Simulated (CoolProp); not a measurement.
R407C at 257.07 K and 3.98 MPa flows at 0.074 m/s in a round tube of 50 mm bore and 0.25 µm roughness, fully developed (64/Re and Nu = 3.66 if laminar; Colebrook and Gnielinski if turbulent). Each further row changes one setting.

Values from CoolProp's reference Helmholtz-energy equation of state, Lemmon 2003. It is a pseudo-pure fit of the blend.

| case | Reynolds number | Darcy friction factor | pressure drop (Pa/m) | heat-transfer coefficient (W/(m² K)) | mass flow (kg/h) |
|---|---|---|---|---|---|
| as stated | 18200 | 0.0265 | 1.89 | 211 | 682 |
| velocity 0.148 m/s | 36300 | 0.0225 | 6.42 | 383 | 1360 |
| diameter 100 mm | 36300 | 0.0225 | 0.803 | 191 | 2730 |

Viscosity comes from a separate model (Geller 2000). Thermal conductivity comes from a separate model (Geller 2001).
